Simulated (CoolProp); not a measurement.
Propylene along the isotherm 379.7 K: density (kg/m³) from the reference equation and from simpler models built on Tc = 364.2 K, pc = 4555 kPa, ω = 0.146; each cubic takes its own stable root.

Model: reference Helmholtz-energy equation of state, Lemmon 2013, in CoolProp.

| p (kPa) | phase | reference |
|---|---|---|
| 1420 | gas | 21.03 |
| 2850 | gas | 48.54 |
| 4270 | gas | 90.01 |
| 5690 | supercritical | 199.8 |
| 7120 | supercritical | 323.7 |
| 8540 | supercritical | 358.4 |
| 9960 | supercritical | 378.9 |
| 11400 | supercritical | 394.0 |

Q: How far does each simpler model (ideal gas, Redlich-Kwong, Soave-Redlich-Kwong, Peng-Robinson) lie from the reference over these 8 states: mean and median of the absolute difference, and the worst?

A: 
- ideal gas: mean 49.5 %, median 61.7 %, worst -70.7 % at 379.7 K and 7120 kPa
- Redlich-Kwong: mean 5.9 %, median 5.6 %, worst -13.1 % at 379.7 K and 7120 kPa
- Soave-Redlich-Kwong: mean 7.8 %, median 9.6 %, worst -15.6 % at 379.7 K and 7120 kPa
- Peng-Robinson: mean 3.3 %, median 2.7 %, worst -7.9 % at 379.7 K and 7120 kPa
